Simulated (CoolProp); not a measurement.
Saturation properties of trans-2-butene.

Computed with CoolProp (reference Helmholtz-energy equation of state, Lemmon 2005). It is a short technical equation, of lower accuracy than the large ones.

| T (K) | p (bar) | liquid density (kg/m³) | enthalpy of vaporisation (kJ/kg) | vapour Z | surface tension (mN/m) |
|---|---|---|---|---|---|
| 243.3 | ? | 659.8 | 432.2 | 0.9830 | 20.0 |
| 247.6 | ? | 655.2 | 428.6 | 0.9803 | 19.5 |
| 252 | 0.4014 | 650.6 | 424.8 | 0.9773 | 18.9 |
| 256.3 | 0.4879 | 645.9 | 421.1 | 0.9741 | ? |
| 260.7 | ? | 641.2 | 417.3 | 0.9705 | 17.8 |
| 265.1 | ? | 636.4 | 413.3 | ? | 17.2 |
| 269.4 | 0.8461 | 631.6 | 409.5 | 0.9624 | 16.7 |
| 273.8 | 1.004 | 626.7 | 405.4 | 0.9579 | 16.1 |
| 278.2 | 1.185 | 621.8 | 401.3 | 0.9529 | 15.5 |
| 282.5 | 1.385 | 616.9 | 397.2 | 0.9477 | 15.0 |
| 286.9 | 1.616 | 611.8 | 392.9 | 0.9421 | 14.5 |
| 291.2 | 1.869 | 606.8 | 388.6 | 0.9361 | 13.9 |
| 295.6 | 2.158 | 601.6 | 384.1 | 0.9297 | 13.4 |

### Question
Complete the blanks.

### Answer

- 243.3, p (bar): 0.2640
- 247.6, p (bar): 0.3261
- 256.3, surface tension (mN/m): 18.3
- 260.7, p (bar): 0.5912
- 265.1, p (bar): 0.7111
- 265.1, vapour Z: 0.9666

It boils at 274.0 K under 1 atm.

Surface tension comes from a separate correlation (Mulero 2014).
